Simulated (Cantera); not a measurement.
Stirred combustor or abatement burner

A perfectly stirred reactor is fed with CH4 : O2 : N2 = 1 : 3.7 : 13.9 (molar parts), equivalence ratio 0.54, at 7500 Torr; it is adiabatic with a 775 K inlet, and is followed from long to short residence time, starting on the burning branch (τ in s: 0.029, 0.016, 0.0088, 0.0049, 0.0027, 0.0015, 0.00082, 0.00045, 0.00025, 0.00014, 7.7e-05, 4.2e-05).

Cantera simulation using GRI-Mech 3.0 (53 species, 325 reactions); the numbers are that mechanism's predictions, not measurements.

```tsv
τ (s)	T (K)	x CH4	x O2	x HCN	x CO2	x H	x NO	x N2O
0.029	1942	5.11e-6	0.0912	1.45e-8	0.0536	2.34e-6	6.18e-5	8.51e-7
0.016	1941	8.66e-6	0.0912	1.54e-8	0.0535	2.94e-6	4.00e-5	9.44e-7
0.0088	1940	1.43e-5	0.0913	1.67e-8	0.0534	4.02e-6	2.77e-5	1.09e-6
0.0049	1938	2.28e-5	0.0914	1.87e-8	0.0533	5.89e-6	2.07e-5	1.31e-6
0.0027	1935	3.57e-5	0.0915	2.18e-8	0.0530	9.21e-6	1.66e-5	1.61e-6
0.0015	1931	5.48e-5	0.0916	2.61e-8	0.0526	1.49e-5	1.40e-5	1.98e-6
0.00082	1924	8.45e-5	0.0919	3.23e-8	0.0520	2.49e-5	1.22e-5	2.39e-6
0.00045	1915	0.000131	0.0923	4.04e-8	0.0511	4.17e-5	1.05e-5	2.72e-6
0.00025	1901	0.000203	0.0931	5.10e-8	0.0496	6.86e-5	8.82e-6	2.87e-6
0.00014	1880	0.000326	0.0943	6.50e-8	0.0474	0.000109	6.91e-6	2.77e-6
7.7e-5	1844	0.000586	0.0966	8.40e-8	0.0434	0.000166	4.63e-6	2.38e-6
4.2e-5	775	0.0538	0.199	<1e-12	<1e-12	<1e-12	<1e-12	<1e-12
```
x: mole fraction; the columns are a selection and need not sum to one.
